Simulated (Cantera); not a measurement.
Adiabatic ignition

An adiabatic, constant-volume homogeneous reactor starts with CH3OH : O2 : N2 = 1 : 1.7 : 6.41 (molar parts), equivalence ratio 0.88, at 1025 K and 165 Torr.

Model: GRI-Mech 3.0 (53 species, 325 reactions), integrated in Cantera. GRI-Mech 3.0 was tuned for natural gas; its chemistry of methanol as a main component is partial and can be far from experiment.

| t (s) | T (K) | P (bar) | x CH3OH | x O2 | x CH2O | x C2H | x C2H2 | x C2H6 | x HO2 |
|---|---|---|---|---|---|---|---|---|---|
| 1.00e-6 | 1025 | 0.220 | 0.110 | 0.187 | <1e-12 | <1e-12 | <1e-12 | <1e-12 | <1e-12 |
| 4.84e-6 | 1025 | 0.220 | 0.110 | 0.187 | 1.46e-11 | <1e-12 | <1e-12 | <1e-12 | 1.19e-11 |
| 2.34e-5 | 1025 | 0.220 | 0.110 | 0.187 | 1.27e-10 | <1e-12 | <1e-12 | <1e-12 | 9.58e-11 |
| 0.000113 | 1025 | 0.220 | 0.110 | 0.187 | 7.40e-10 | <1e-12 | <1e-12 | <1e-12 | 5.51e-10 |
| 0.000547 | 1025 | 0.220 | 0.110 | 0.187 | 4.13e-9 | <1e-12 | <1e-12 | <1e-12 | 3.10e-9 |
| 0.00265 | 1025 | 0.220 | 0.110 | 0.187 | 2.25e-8 | <1e-12 | <1e-12 | <1e-12 | 1.70e-8 |
| 0.0128 | 1025 | 0.220 | 0.110 | 0.187 | 1.12e-7 | <1e-12 | <1e-12 | <1e-12 | 8.50e-8 |
| 0.0619 | 1025 | 0.220 | 0.110 | 0.187 | 5.70e-7 | <1e-12 | <1e-12 | <1e-12 | 4.05e-7 |
| 0.299 | 1025 | 0.220 | 0.110 | 0.187 | 5.90e-6 | <1e-12 | <1e-12 | 1.78e-12 | 1.83e-6 |
| 1.45 | 2606 | 0.611 | <1e-12 | 0.0314 | 9.67e-11 | <1e-12 | <1e-12 | <1e-12 | 5.26e-6 |
| 7.00 | 2606 | 0.611 | <1e-12 | 0.0314 | 9.67e-11 | <1e-12 | <1e-12 | <1e-12 | 5.26e-6 |
x: mole fraction; the columns are a selection and need not sum to one.

```
Property                                                               Value
---------------------------------  -----------------------------------------
time of steepest temperature rise                                     1.14 s
temperature at 7.00 s                                                 2606 K
equilibrium temperature                                               2606 K
x(CH3OH) at 7.00 s                     <1e-12 (gas-phase equilibrium <1e-12)
x(O2) at 7.00 s                        0.0314 (gas-phase equilibrium 0.0314)
x(CH2O) at 7.00 s                  9.67e-11 (gas-phase equilibrium 9.67e-11)
```
